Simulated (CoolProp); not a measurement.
The fluid at 426.56 K and 3.41 MPa flows at 0.16 m/s in a round tube of 2 mm bore and 15 µm roughness, fully developed (64/Re and Nu = 3.66 if laminar; Colebrook and Gnielinski if turbulent). The same conditions are run with several fluids, on thermodynamics alone (safety and materials aside).

Computed with CoolProp (reference Helmholtz-energy equation of state of each fluid (R143a: Lemmon and Jacobsen 2000; dry air: Lemmon 2000; isobutane: Bücker 2006; methane: Setzmann 1991)). Blends and air are pseudo-pure fits.

**Question.** Rank R143a, dry air, isobutane, methane by Reynolds number, highest first.

**Answer.** isobutane (2070), R143a (1740), dry air (359), methane (323)

```tsv
fluid	Darcy friction factor	pressure drop (Pa/m)	heat-transfer coefficient (W/(m² K))	mass flow (kg/h)
R143a	0.0369	22.8	56.5	0.175
dry air	0.178	31.4	65.9	0.0499
isobutane	0.0309	17.3	72.4	0.158
methane	0.198	19.7	103	0.0282
```

Transport values come from each fluid's own correlations; those of R143a are estimates that may be off by 10 % or more.
